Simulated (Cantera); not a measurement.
Cantera run, input and output.

```python
import numpy as np
import cantera as ct

gas = ct.Solution("gri30.yaml")
gas.TPX = 1400, 16000, {'CO': 0.012, 'O2': 0.04, 'H2O': 0.00073, 'N2': 1}
reactor = ct.IdealGasConstPressureReactor(gas, energy="off", clone=False)
net = ct.ReactorNet([reactor])
net.rtol, net.atol = 1e-08, 1e-18
show = ['CO', 'O2', 'H2O', 'N2O', 'HO2', 'NO', 'H']
times = np.geomspace(8e-05, 10, 11)

steps = ct.SolutionArray(gas, extra=["t"])
rows = []
print(f"{'t/s':>10s}{'T/K':>9s}{'P/Pa':>11s}" + "".join(f"{s:>11s}" for s in show))
for t in times:
    while net.time < t:
        t_next = net.step()
        steps.append(gas.state, t=t_next)
    rows.append([np.interp(t, steps.t, y) for y in (steps.T, steps.P, *steps(*show).X.T)])
    print(f"{t:10.3e}{rows[-1][0]:9.1f}{rows[-1][1]:11.4g}" + "".join(f"{x:11.3e}" for x in rows[-1][2:]))
rate = np.gradient(steps.T, steps.t)
print("integrator steps:", len(steps.t))
if steps.T.max() > steps.T[0] + 200:
    print(f"time of steepest temperature rise: {steps.t[rate.argmax()]:.4e} s")
gas.TPX = 1400, 16000, {'CO': 0.012, 'O2': 0.04, 'H2O': 0.00073, 'N2': 1}
gas.equilibrate("TP")
print(f"equilibrium (TP): T = {gas.T:.1f} K  " + "  ".join(f"{s} {gas[s].X[0]:.3e}" for s in show))
```

It prints:

```
       t/s      T/K       P/Pa         CO         O2        H2O        N2O        HO2         NO          H
 8.000e-05   1400.0    1.6e+04  1.140e-02  3.800e-02  6.934e-04  1.817e-14  1.024e-11  6.431e-17  2.838e-12
 2.587e-04   1400.0    1.6e+04  1.140e-02  3.800e-02  6.934e-04  8.929e-14  3.190e-11  7.497e-16  3.298e-11
 8.365e-04   1400.0    1.6e+04  1.140e-02  3.800e-02  6.934e-04  6.145e-13  1.062e-10  8.261e-15  3.646e-10
 2.705e-03   1400.0    1.6e+04  1.140e-02  3.800e-02  6.934e-04  6.527e-12  8.052e-10  1.080e-13  4.672e-09
 8.747e-03   1400.0    1.6e+04  1.139e-02  3.798e-02  6.925e-04  4.394e-10  5.092e-08  7.992e-12  3.372e-07
 2.828e-02   1400.0    1.6e+04  5.232e-03  3.314e-02  3.676e-04  2.061e-07  5.440e-07  4.972e-07  4.518e-04
 9.146e-02   1400.0    1.6e+04  5.870e-04  3.221e-02  5.822e-04  2.395e-07  4.023e-07  3.494e-06  9.262e-05
 2.958e-01   1400.0    1.6e+04  5.984e-05  3.245e-02  6.753e-04  3.191e-07  1.255e-07  4.052e-06  2.980e-06
 9.564e-01   1400.0    1.6e+04  6.107e-06  3.247e-02  6.907e-04  2.382e-07  2.353e-08  4.197e-06  1.098e-07
 3.092e+00   1400.0    1.6e+04  8.211e-07  3.248e-02  6.948e-04  5.802e-08  4.010e-09  4.230e-06  6.948e-09
 1.000e+01   1400.0    1.6e+04  2.087e-07  3.248e-02  6.960e-04  1.164e-08  1.377e-09  4.237e-06  1.149e-09
integrator steps: 1563
equilibrium (TP): T = 1400.0 K  CO 1.573e-07  O2 3.232e-02  H2O 6.961e-04  N2O 8.794e-09  HO2 1.172e-09  NO 3.146e-04  H 8.123e-10
```

Cantera simulation using GRI-Mech 3.0 (53 species, 325 reactions); the numbers are that mechanism's predictions, not measurements.
